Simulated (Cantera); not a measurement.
A freely propagating, adiabatic, planar premixed flame of 5.87 % CH4, 4.87 % H2, 15.4 % O2, 70.4 % N2, 3.52 % H2O, equivalence ratio 0.92, unburnt at 698 K and 1.09 atm; mixture-averaged transport, grid criteria slope 0.08 and curve 0.16, no radiation.

Model: GRI-Mech 3.0 (53 species, 325 reactions), integrated in Cantera. Burning velocities carry a grid error of a few per cent, more on coarse grids.

### Question
Predict: laminar burning velocity; thermal thickness; peak x(HCO); peak x(OH); peak x(CH2).

### Answer
- laminar burning velocity = 164 cm/s
- thermal thickness = 0.328 mm
- peak x(HCO) = 4.64e-5
- peak x(OH) = 0.00888
- peak x(CH2) = 3.29e-5
